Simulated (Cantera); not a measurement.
A closed system holds: 1 mol C₂H₂, 0.0075 mol O₂, held at 2180 Torr.

Cantera equilibrium calculation (NASA polynomials, part measured and part estimated; ideal gas, pure solids and liquids). Candidate condensed phases: C, C₆H₆, C₇H₈, C₈H₁₈, H₂O; 110 gas species. The numbers say what is thermodynamically allowed, not how fast it happens. All values below are at 702 °C.

Base state: H₂ 0.767, CH₄ 0.215, H₂O 0.0102, CO 0.00761, CO₂ 0.000161 (mole fractions); condensed: C(graphite).

Problem. What changes in the equilibrium state with this change: O₂ from 0.0075 to 0.07 mol?

Solution. 
```tsv
species	before	after
H₂	0.767	0.685
CH₄	0.215	0.171
H₂O	0.0102	0.0726
CO	0.00761	0.0608
CO₂	0.000161	0.0103
C(graphite), mol	1.82	1.78
```
